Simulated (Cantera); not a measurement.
# Thermodynamics of silicon carbide growth, feed SiH₄ + CH₄ + H₂

Feed: 1 mol SiH₄, 0.37 mol CH₄, 300 mol H₂, equilibrated at 473 Torr.

Cantera equilibrium calculation (NASA polynomials, part measured and part estimated; ideal gas, pure solids and liquids). Candidate condensed phases: C, C₆H₆, C₇H₈, C₈H₁₈, Si, SiC; 87 gas species. Mutual solubility and eutectic melting of coexisting phases are not modelled. Gases not in the tables: Si₂H₆ and higher silanes. Rates play no part.

| T (°C) | x H₂ | x H | x SiH₂ | x CH₄ | x Si | n Si(s) | n SiC(s) | n Si(l) |
|---|---|---|---|---|---|---|---|---|
| 627 | 1.000 | 1.47e-10 | 3.71e-12 | 2.89e-5 | <1e-12 | 0.639 | 0.361 | 0 |
| 727 | 1.000 | 2.86e-9 | 9.37e-11 | 2.34e-5 | <1e-12 | 0.637 | 0.363 | 0 |
| 827 | 1.000 | 3.26e-8 | 1.32e-9 | 1.96e-5 | <1e-12 | 0.636 | 0.364 | 0 |
| 927 | 1.000 | 2.49e-7 | 1.19e-8 | 1.68e-5 | 2.20e-12 | 0.635 | 0.365 | 0 |
| 1027 | 1.000 | 1.39e-6 | 7.65e-8 | 1.47e-5 | 6.87e-11 | 0.634 | 0.366 | 0 |
| 1127 | 1.000 | 6.13e-6 | 3.77e-7 | 1.31e-5 | 1.31e-9 | 0.634 | 0.366 | 0 |
| 1227 | 1.000 | 2.22e-5 | 1.50e-6 | 1.18e-5 | 1.67e-8 | 0.633 | 0.366 | 0 |
| 1327 | 1.000 | 6.85e-5 | 5.01e-6 | 1.08e-5 | 1.55e-7 | 0.631 | 0.367 | 0 |
| 1427 | 1.000 | 0.000186 | 1.42e-5 | 1.02e-5 | 1.08e-6 | 0 | 0.367 | 0.628 |
| 1527 | 0.999 | 0.000451 | 2.99e-5 | 1.17e-5 | 5.04e-6 | 0 | 0.366 | 0.621 |
| 1627 | 0.999 | 0.000999 | 5.82e-5 | 1.31e-5 | 2.00e-5 | 0 | 0.366 | 0.606 |
x: gas mole fraction; n: condensed amount in mol.

From 627 °C to 1327 °C the condensed part is Si(s) + SiC(s). From 1427 °C to 1627 °C the condensed part is Si(l) + SiC(s). The main Si-bearing gas is SiH₄ at 627 °C and SiH₂ at 1627 °C.
